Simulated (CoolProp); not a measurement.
Vapour-liquid equilibrium of CHF3 (R23) (1) + R143a (2) at 187 kPa; x and y are mole fractions of (1).

Values from CoolProp's multi-fluid Helmholtz-energy mixture model, Penoncello 2003 and Lemmon and Jacobsen 2000; pair parameters Bell 2016.

Task: Give the bubble temperature and the first vapour's composition at x = 0.2, 0.35, 0.95. Is there an azeotrope?

Result: x = 0.2: 227.0 K, y = 0.533; x = 0.35: 219.4 K, y = 0.737; x = 0.95: 203.3 K, y = 0.990. No azeotrope shows between x = 0.05 and 0.95.

The pair parameters rest on a limited set of measurements; away from them the model extrapolates. The gap from Raoult's law changes sign with composition, which may be real or a fault of the pair parameters; it wasn't checked against measurements.
